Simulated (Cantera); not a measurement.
A freely propagating, adiabatic, planar premixed flame of 29.1 % CO, 4.66 % H₂, 1.72 % CH₄, 13.5 % O₂, 51.0 % N₂, equivalence ratio 1.5, unburnt at 625 K and 4280 Torr; multicomponent+Soret transport, grid criteria slope 0.08 and curve 0.16, no radiation.

Computed with Cantera and GRI-Mech 3.0 (53 species, 325 reactions). Burning velocities carry a grid error of a few per cent, more on coarse grids.

x: mole fraction of selected species; z is measured from the peak of heat release.

```json
[
 {"z (mm)": "-0.192", "T (K)": "625", "u (m/s)": "2.13", "x CO": "0.291", "x H₂": "0.0464", "x CH₄": "0.0172", "x CH₃": "<1e-8", "x H₂O₂": "<1e-8", "x NO": "<1e-8"},
 {"z (mm)": "-0.128", "T (K)": "625", "u (m/s)": "2.13", "x CO": "0.291", "x H₂": "0.0458", "x CH₄": "0.0172", "x CH₃": "<1e-8", "x H₂O₂": "1.70e-8", "x NO": "<1e-8"},
 {"z (mm)": "-0.0961", "T (K)": "625", "u (m/s)": "2.13", "x CO": "0.292", "x H₂": "0.0446", "x CH₄": "0.0172", "x CH₃": "<1e-8", "x H₂O₂": "1.66e-7", "x NO": "<1e-8"},
 {"z (mm)": "-0.0641", "T (K)": "629", "u (m/s)": "2.13", "x CO": "0.293", "x H₂": "0.0412", "x CH₄": "0.0172", "x CH₃": "8.46e-8", "x H₂O₂": "2.32e-6", "x NO": "<1e-8"},
 {"z (mm)": "-0.0320", "T (K)": "___", "u (m/s)": "2.47", "x CO": "0.292", "x H₂": "___", "x CH₄": "0.0159", "x CH₃": "___", "x H₂O₂": "___", "x NO": "___"},
 {"z (mm)": "-0.0160", "T (K)": "1074", "u (m/s)": "3.59", "x CO": "0.281", "x H₂": "0.0250", "x CH₄": "0.0116", "x CH₃": "0.000120", "x H₂O₂": "6.60e-5", "x NO": "1.13e-6"},
 {"z (mm)": "0", "T (K)": "1523", "u (m/s)": "5.04", "x CO": "0.256", "x H₂": "0.0175", "x CH₄": "0.00347", "x CH₃": "0.000259", "x H₂O₂": "5.66e-6", "x NO": "4.72e-6"},
 {"z (mm)": "0.0160", "T (K)": "1794", "u (m/s)": "5.85", "x CO": "0.222", "x H₂": "0.0115", "x CH₄": "0.000240", "x CH₃": "4.37e-5", "x H₂O₂": "1.46e-6", "x NO": "1.23e-5"},
 {"z (mm)": "0.0320", "T (K)": "1940", "u (m/s)": "6.23", "x CO": "0.195", "x H₂": "0.0102", "x CH₄": "7.59e-6", "x CH₃": "2.16e-6", "x H₂O₂": "9.17e-7", "x NO": "2.16e-5"},
 {"z (mm)": "0.0641", "T (K)": "2098", "u (m/s)": "6.64", "x CO": "0.171", "x H₂": "0.0109", "x CH₄": "1.25e-8", "x CH₃": "<1e-8", "x H₂O₂": "5.34e-7", "x NO": "3.81e-5"},
 {"z (mm)": "0.128", "T (K)": "2243", "u (m/s)": "7.02", "x CO": "0.160", "x H₂": "0.0108", "x CH₄": "<1e-8", "x CH₃": "<1e-8", "x H₂O₂": "3.21e-7", "x NO": "6.08e-5"},
 {"z (mm)": "0.256", "T (K)": "2361", "u (m/s)": "7.34", "x CO": "0.154", "x H₂": "0.0101", "x CH₄": "<1e-8", "x CH₃": "<1e-8", "x H₂O₂": "___", "x NO": "___"},
 {"z (mm)": "0.513", "T (K)": "2446", "u (m/s)": "7.55", "x CO": "0.148", "x H₂": "0.00942", "x CH₄": "<1e-8", "x CH₃": "<1e-8", "x H₂O₂": "1.22e-7", "x NO": "0.000126"}
]
```

Some entries are withheld; supply them.


- -0.0320, T (K): 735
- -0.0320, x H₂: 0.0314
- -0.0320, x CH₃: 1.11e-5
- -0.0320, x H₂O₂: 5.46e-5
- -0.0320, x NO: 1.41e-7
- 0.256, x H₂O₂: 2.00e-7
- 0.256, x NO: 8.98e-5
